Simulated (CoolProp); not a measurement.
Vapour pressure (bar) of isopentane: the reference equation beside estimates from Tc = 460.3 K, pc = 33.78 bar, ω = 0.227.

Values from CoolProp's reference Helmholtz-energy equation of state, Lemmon 2006. It is a short technical equation, of lower accuracy than the large ones.

```csv
T (K),reference,Redlich-Kwong,Soave-Redlich-Kwong,Peng-Robinson
318.3,1.777,2.660,1.775,?
337.5,3.073,4.313,3.085,3.061
356.7,4.981,6.590,?,4.969
375.9,7.659,9.594,7.758,7.659
395.1,11.28,?,11.46,?
414.2,?,18.14,16.28,16.10
433.4,?,?,22.46,22.30
452.6,29.98,30.70,30.18,30.11
```

Problem. Some entries are withheld; supply them.

Solution. 
- 318.3, Peng-Robinson: 1.771
- 356.7, Soave-Redlich-Kwong: 5.025
- 395.1, Redlich-Kwong: 13.42
- 395.1, Peng-Robinson: 11.31
- 414.2, reference: 16.01
- 433.4, reference: 22.14
- 433.4, Redlich-Kwong: 23.88

Absolute difference from the reference over all 8 rows, mean and median: Redlich-Kwong 23.8 and 22.1 %, Soave-Redlich-Kwong 1.0 and 1.1 %, Peng-Robinson 0.4 and 0.4 %.
